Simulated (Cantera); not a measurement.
Cantera run, input and output.

```python
import numpy as np
import cantera as ct

gas = ct.Solution("gri30.yaml")
gas.TPX = 675, 230000, {'CH4': 1, 'O2': 1.33, 'N2': 5.01}
flame = ct.FreeFlame(gas, width=0.022)
flame.set_refine_criteria(ratio=3, slope=0.08, curve=0.16)
flame.transport_model = "mixture-averaged"
flame.solve(loglevel=0, auto=True)
z, T = flame.grid, flame.T
thick = (T[-1] - T[0]) / np.gradient(T, z).max()
show = ['CH4', 'O2', 'H2', 'NO', 'NO2', 'HCN']
print(f"laminar burning velocity  {flame.velocity[0] * 100:.3f} cm/s")
print(f"burnt temperature         {T[-1]:.1f} K")
print(f"thermal thickness         {thick * 1e3:.4f} mm")
print(f"grid points               {len(z)}")
z0 = z[flame.heat_release_rate.argmax()]
print(f"{'z/mm':>9s}{'T/K':>9s}{'u/(m/s)':>9s}" + "".join(f"{s:>11s}" for s in show))
rows = []
for k in (-3, -2, -1.5, -1, -0.5, -0.25, 0, 0.25, 0.5, 1, 2, 4, 8):
    zz = z0 + k * thick
    rows.append([k * thick, np.interp(zz, z, T), np.interp(zz, z, flame.velocity),
                 *(np.interp(zz, z, flame.X[gas.species_index(s)]) for s in show)])
    print(f"{rows[-1][0] * 1e3:9.3f}{rows[-1][1]:9.1f}{rows[-1][2]:9.3f}" + "".join(f"{x:11.3e}" for x in rows[-1][3:]))
```

Output:

```
laminar burning velocity  51.884 cm/s
burnt temperature         2171.6 K
thermal thickness         0.3287 mm
grid points               138
     z/mm      T/K  u/(m/s)        CH4         O2         H2         NO        NO2        HCN
   -0.986    676.0    0.522  1.354e-01  1.803e-01  4.902e-03  1.252e-09  8.210e-10  2.047e-09
   -0.657    683.8    0.532  1.337e-01  1.785e-01  1.178e-02  1.340e-08  1.019e-08  2.826e-08
   -0.493    705.9    0.553  1.307e-01  1.758e-01  1.882e-02  5.549e-08  4.159e-08  1.327e-07
   -0.329    815.5    0.648  1.199e-01  1.653e-01  3.090e-02  3.839e-07  1.955e-07  9.835e-07
   -0.164   1220.4    0.993  8.296e-02  1.230e-01  4.810e-02  2.781e-06  2.352e-07  6.563e-06
   -0.082   1574.5    1.300  4.899e-02  7.975e-02  5.738e-02  5.847e-06  6.970e-08  1.433e-05
    0.000   1900.9    1.589  1.786e-02  3.445e-02  6.453e-02  1.080e-05  8.133e-09  2.862e-05
    0.082   2067.9    1.737  5.282e-03  1.074e-02  6.799e-02  1.826e-05  1.583e-09  4.866e-05
    0.164   2128.3    1.789  2.173e-03  3.232e-03  7.046e-02  2.598e-05  6.503e-10  6.211e-05
    0.329   2161.0    1.816  9.106e-04  4.123e-04  7.409e-02  3.695e-05  3.483e-10  6.818e-05
    0.657   2171.9    1.825  4.711e-04  2.167e-05  7.728e-02  4.870e-05  3.228e-10  6.351e-05
    1.315   2173.7    1.828  2.404e-04  2.075e-06  7.927e-02  6.311e-05  3.784e-10  5.212e-05
    2.629   2172.9    1.828  7.313e-05  1.569e-06  8.040e-02  8.425e-05  4.887e-10  3.408e-05
```

Cantera simulation using GRI-Mech 3.0 (53 species, 325 reactions); the numbers are that mechanism's predictions, not measurements. Burning velocities carry a grid error of a few per cent, more on coarse grids.
